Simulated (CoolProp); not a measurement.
A single-stage vapour-compression cycle with R115: evaporating at 264.15 K (dew point), condensing at 303.15 K (bubble point), superheat 0 K, subcooling 5 K, compressor efficiency 0.65, no pressure losses. Each further row changes one setting.

The numbers come from the reference Helmholtz-energy equation of state, Lemmon 2016 in CoolProp.

| case | cooling COP | pressure ratio | discharge temperature (K) | refrigerating effect (kJ/kg) | volumetric capacity (kJ/m³) |
|---|---|---|---|---|---|
| as stated | 3.49 | 3.13 | 306.2 | 77.1 | 1980 |
| evaporating temperature 269.15 K | 4.22 | 2.65 | 305.6 | 79.7 | 2400 |
| condensing temperature 298.15 K | 4.19 | 2.75 | 301.1 | 82.6 | 2120 |
| subcooling 10 K | 3.74 | 3.13 | 306.2 | 82.6 | 2120 |
| superheat 10 K | 3.59 | 3.13 | 316.3 | 84.4 | 2050 |
| compressor efficiency 0.55 | 2.95 | 3.13 | 310.8 | 77.1 | 1980 |
